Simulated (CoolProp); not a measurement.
Vapour-liquid equilibrium of acetone (1) + cyclohexane (2) at 461.5 K; x and y are mole fractions of (1).

Values from CoolProp's multi-fluid Helmholtz-energy mixture model, Lemmon 2006 and Zhou 2014; pair parameters Bell 2016.

```tsv
x	bubble pressure (kPa)	y at the bubble point	dew pressure at overall composition x (kPa)	liquid density (mol/L)
0.05	1301	0.151	1170	7.094
0.2	1694	0.382	1373	7.213
0.35	1941	0.506	1632	7.370
0.5	2112	0.604	1928	7.600
0.65	2232	0.702	2175	7.944
0.8	2299	0.812	2295	8.439
0.95	2299	0.947	2299	9.109
```

y crosses x between x = 0.8 and 0.95: the model has an azeotrope there.

The pair parameters rest on a limited set of measurements; away from them the model extrapolates.
